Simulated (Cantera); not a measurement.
A perfectly stirred reactor is fed with H2 : O2 : N2 = 1.4 : 1 : 11 (molar parts), equivalence ratio 0.70, at 0.220 bar; it is held at 1025 K, and followed from long to short residence time.

Detailed kinetics in Cantera: the H2/O2 subset of GRI-Mech 3.0, which has no nitrogen chemistry. The temperature is held fixed by assumption; the heat of reaction is taken as removed at once.

```json
[
 {"quantity": "x(H2) at τ = 12.0 s", "before": "0.000110", "after": "0.000699"},
 {"quantity": "x(O2) at τ = 12.0 s", "before": "0.0237", "after": "0.0240"},
 {"quantity": "x(H) at τ = 12.0 s", "before": "2.70e-6", "after": "1.60e-7"},
 {"quantity": "x(O) at τ = 12.0 s", "before": "6.27e-6", "after": "3.02e-7"},
 {"quantity": "x(HO2) at τ = 12.0 s", "before": "1.84e-6", "after": "7.99e-6"},
 {"quantity": "x(H2) at τ = 43.0 ms", "before": "0.00338", "after": "0.00728"},
 {"quantity": "x(O2) at τ = 43.0 ms", "before": "0.0252", "after": "0.0271"},
 {"quantity": "x(H) at τ = 43.0 ms", "before": "0.000674", "after": "3.11e-5"},
 {"quantity": "x(O) at τ = 43.0 ms", "before": "0.000268", "after": "1.79e-5"},
 {"quantity": "x(HO2) at τ = 43.0 ms", "before": "6.43e-6", "after": "2.79e-5"}
]
```

Question: Name the change that produced these shifts.
A. pressure from 0.220 bar to 1.00 bar
B. H2 1.4 to 3.3 parts
C. temperature 1025 to 775 K
D. pressure from 0.220 bar to 0.730 bar

Answer: A, pressure from 0.220 bar to 1.00 bar
